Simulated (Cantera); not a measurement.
What does this Cantera script print?

```python
import numpy as np
import cantera as ct

gas_names = """
    C CN CO CO2 C2 CCN CNC C2N2 C2O C3 C3O2 C4 C4N2 C5 Fe FeC5O5 FeO N NCO NO NO2 NO3 N2 N2O O O2 O3
""".split()
cond_names = """
    C(gr) Fe(a) Fe(c) Fe(d) Fe(L) FeC5O5(L) FeO(s) FeO(L) Fe2O3(s) Fe3O4(s)
""".split()


# ... load() reads the species with a 1 bar reference pressure and builds the phases ...
atoms = {
    'Fe(CO)5': {'Fe': 1, 'C': 5, 'O': 5},
    'CO': {'C': 1, 'O': 1},
    'N2': {'N': 2},
}
top_T = {'C(gr)': 4500, 'Fe2O3(s)': 1830, 'Fe3O4(s)': 1870}  # K; cautious upper limits of use, not melting points


# ... equilibrate(T, P, feed) seeds the gas with the atoms and calls Mixture.equilibrate('TP', solver="vcs", rtol=1e-11, max_steps=5000) ...
results = []
feed = {'Fe(CO)5': 1, 'CO': 6.2, 'N2': 9.4}  # mol
T = 1200  # K
P = 10000  # Pa
mix = equilibrate(T, P, feed)
results.append((T, P, feed, dict(zip(mix.species_names, mix.species_moles))))
print(gas.report(threshold=1e-06))
for i in range(1, mix.n_phases):
    print(f"{mix.phase(i).name:16s} {mix.phase_moles(i):12.5e} mol")
```

Output:

```
       temperature   1200 K
          pressure   10000 Pa
           density   0.028084 kg/m^3
  mean mol. weight   28.021 kg/kmol
   phase of matter   gas

                          1 kg             1 kmol
                     ---------------   ---------------
          enthalpy         -1.14e+06       -3.1943e+07  J
   internal energy        -1.496e+06        -4.192e+07  J
           entropy            9373.9        2.6266e+05  J/K
    Gibbs function       -1.2389e+07       -3.4714e+08  J
 heat capacity c_p            1209.3             33884  J/K
 heat capacity c_v            912.54             25570  J/K

                      mass frac. Y      mole frac. X     chem. pot. / RT
                     ---------------   ---------------   ---------------
                CO           0.54267           0.54288            -40.09
               CO2        0.00087481        0.00055699           -78.379
                N2           0.45646           0.45656           -28.441
     [  +24 minor]        9.9464e-10        4.9929e-10

C(gr)             1.14677e-02 mol
Fe(c)             1.00000e+00 mol
FeC5O5(L)         0.00000e+00 mol
FeO(s)            0.00000e+00 mol
Fe2O3(s)          0.00000e+00 mol
Fe3O4(s)          0.00000e+00 mol
```

Equilibrium computed with Cantera from the NASA thermochemical tables; the gas is ideal and each condensed phase is pure. Condensed phases not in the tables: cementite and carbon dissolved in iron.
